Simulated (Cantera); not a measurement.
Low-pressure radical oxidation in H2/O2

An isothermal, constant-pressure homogeneous reactor starts with 0.536 % H2, 77.7 % O2, 21.8 % N2, equivalence ratio 0.0034, at 950 K and 0.975 Torr.

Cantera simulation using the H2/O2 subset of GRI-Mech 3.0, which has no nitrogen chemistry; the numbers are that mechanism's predictions, not measurements. Radical loss at walls, strong at low pressure, is not modelled.

```
t (s)         x H2   x O2     x H2O     x HO2      x OH
--------  --------  -----  --------  --------  --------
2.00e-6    0.00536  0.777    <1e-12    <1e-12    <1e-12
9.71e-6    0.00536  0.777    <1e-12    <1e-12    <1e-12
4.72e-5    0.00536  0.777    <1e-12    <1e-12    <1e-12
0.000229   0.00536  0.777    <1e-12    <1e-12    <1e-12
0.00111    0.00536  0.777    <1e-12  1.04e-12    <1e-12
0.00540    0.00536  0.777    <1e-12  5.05e-12  2.79e-12
0.0262     0.00536  0.777  2.74e-11  2.46e-11  2.66e-11
0.127      0.00536  0.777   6.11e-9  1.35e-10   2.73e-9
0.618     0.000304  0.773   0.00452   2.98e-7  0.000379
3.00       1.41e-5  0.773   0.00517   1.58e-7  0.000141
```
x: mole fraction; the columns are a selection and need not sum to one.

Equilibrium at this temperature and pressure: H2 3.10e-12, O2 0.776, H2O 0.00538, HO2 4.71e-11, OH 6.98e-8 (gas phase only).
